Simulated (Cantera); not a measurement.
What does this Cantera script print?

```python
import numpy as np
import cantera as ct

gas_names = [...]  # 123 gases of nasa_gas.yaml made of C, H, O, Si
cond_names = """
    C(gr) C6H6(L) C7H8(L) C8H18(L),n-octa H2O(s) H2O(L) Si(cr) Si(L) SiC(b) SiO2(Lqz) SiO2(hqz) SiO2(L)
""".split()


# ... load() reads the species with a 1 bar reference pressure and builds the phases ...
atoms = {
    'SiC': {'Si': 1, 'C': 1},
    'CO2': {'C': 1, 'O': 2},
    'H2': {'H': 2},
}
top_T = {'C(gr)': 4500, 'SiC(b)': 3050}  # K; cautious upper limits of use, not melting points


# ... equilibrate(T, P, feed) seeds the gas with the atoms and calls Mixture.equilibrate('TP', solver="vcs", rtol=1e-11, max_steps=5000) ...
results = []
T = 1548.15  # K
P = 62000  # Pa
for m in [1.1, 1.8, 3, 4.9, 8, 13, 21, 35, 57, 94, 150]:
    feed = {'SiC': 1, 'CO2': 3.8, 'H2': m}  # mol
    mix = equilibrate(T, P, feed)
    results.append((T, P, feed, dict(zip(mix.species_names, mix.species_moles))))
    x = sorted(zip(gas.X, gas.species_names), reverse=True)
    print(f"T = {T:g} K  P = {P:g} Pa  n(H2) = {m:g} mol  gas = {mix.phase_moles(0):.4g} mol")
    print("   x: " + "  ".join(f"{s} {v:.3e}" for v, s in x if v > 1e-06))
    print("   condensed (mol): " + ("  ".join(f"{mix.phase(i).name} {mix.phase_moles(i):.4g}"
          for i in range(1, mix.n_phases) if mix.phase_moles(i) > 1e-12) or "none"))
```

It prints:

```
T = 1548.15 K  P = 62000 Pa  n(H2) = 1.1 mol  gas = 5.9 mol
   x: CO 7.252e-01  H2 1.392e-01  CO2 8.832e-02  H2O 4.727e-02  H 1.461e-05
   condensed (mol): SiO2(hqz) 1
T = 1548.15 K  P = 62000 Pa  n(H2) = 1.8 mol  gas = 6.6 mol
   x: CO 6.636e-01  H2 2.152e-01  CO2 6.365e-02  H2O 5.756e-02  H 1.817e-05
   condensed (mol): SiO2(hqz) 1
T = 1548.15 K  P = 62000 Pa  n(H2) = 3 mol  gas = 7.8 mol
   x: CO 5.753e-01  H2 3.221e-01  H2O 6.252e-02  CO2 4.004e-02  H 2.223e-05
   condensed (mol): SiO2(hqz) 1
T = 1548.15 K  P = 62000 Pa  n(H2) = 4.9 mol  gas = 9.7 mol
   x: CO 4.721e-01  H2 4.454e-01  H2O 5.976e-02  CO2 2.271e-02  H 2.614e-05
   condensed (mol): SiO2(hqz) 1
T = 1548.15 K  P = 62000 Pa  n(H2) = 8 mol  gas = 12.8 mol
   x: H2 5.740e-01  CO 3.634e-01  H2O 5.094e-02  CO2 1.156e-02  H 2.968e-05  CH4 1.305e-06
   condensed (mol): SiO2(hqz) 1
T = 1548.15 K  P = 62000 Pa  n(H2) = 13 mol  gas = 17.8 mol
   x: H2 6.908e-01  CO 2.642e-01  H2O 3.952e-02  CO2 5.421e-03  H 3.256e-05  CH4 2.131e-06
   condensed (mol): SiO2(hqz) 1
T = 1548.15 K  P = 62000 Pa  n(H2) = 21 mol  gas = 25.8 mol
   x: H2 7.853e-01  CO 1.836e-01  H2O 2.861e-02  CO2 2.399e-03  H 3.471e-05  CH4 3.006e-06
   condensed (mol): SiO2(hqz) 1
T = 1548.15 K  P = 62000 Pa  n(H2) = 35 mol  gas = 39.8 mol
   x: H2 8.602e-01  CO 1.196e-01  H2O 1.915e-02  CO2 9.550e-04  H 3.633e-05  CH4 3.845e-06
   condensed (mol): SiO2(hqz) 1
T = 1548.15 K  P = 62000 Pa  n(H2) = 57 mol  gas = 61.8 mol
   x: H2 9.097e-01  CO 7.728e-02  H2O 1.257e-02  CO2 3.828e-04  H 3.736e-05  CH4 4.476e-06
   condensed (mol): SiO2(hqz) 1
T = 1548.15 K  P = 62000 Pa  n(H2) = 94 mol  gas = 98.8 mol
   x: H2 9.434e-01  CO 4.843e-02  H2O 7.957e-03  CO2 1.465e-04  H 3.805e-05  CH4 4.942e-06  SiO 1.262e-06
   condensed (mol): SiO2(hqz) 0.9999
T = 1548.15 K  P = 62000 Pa  n(H2) = 150 mol  gas = 154.8 mol
   x: H2 9.638e-01  CO 3.094e-02  H2O 5.116e-03  CO2 5.889e-05  H 3.846e-05  CH4 5.236e-06  SiO 2.005e-06
   condensed (mol): SiO2(hqz) 0.9997
```

Equilibrium computed with Cantera from the NASA thermochemical tables; the gas is ideal and each condensed phase is pure. The tables hold silica as quartz up to 1696 K and as liquid above; real silica turns to tridymite and cristobalite and melts near 1996 K. Gases not in the tables: Si(OH)4.
